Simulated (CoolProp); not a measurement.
Properties of C3F8 (R218) at several states (Tc = 345.0 K, pc = 2640 kPa, ω = 0.317).

Computed with CoolProp (reference Helmholtz-energy equation of state, Lemmon 2006). It is a short technical equation, of lower accuracy than the large ones.

| T (K) | p (kPa) | phase | density (kg/m³) | Joule-Thomson coefficient (K/MPa) | isothermal compressibility (1/MPa) | viscosity (µPa s) | conductivity (mW/(m K)) |
|---|---|---|---|---|---|---|---|
| 272.8 | 14800 | liquid | 1551 | -0.2616 | 0.003178 | 347 | 60.7 |
| 139.3 | 7460 | liquid | 1970 | -0.4777 | 0.0007105 | 6500 | 84.9 |
| 285.7 | 1670 | liquid | 1405 | 0.02584 | 0.008129 | 211 | 49.5 |
| 260.6 | 456 | liquid | 1513 | -0.1529 | 0.004805 | 298 | 55.5 |
| 183.1 | 702 | liquid | 1808 | -0.4120 | 0.001326 | 1270 | 75.6 |

Viscosity comes from a separate model (Huber 2003), an estimate that may be off by 10 % or more. Thermal conductivity comes from a separate model (Huber 2003), an estimate that may be off by 10 % or more.
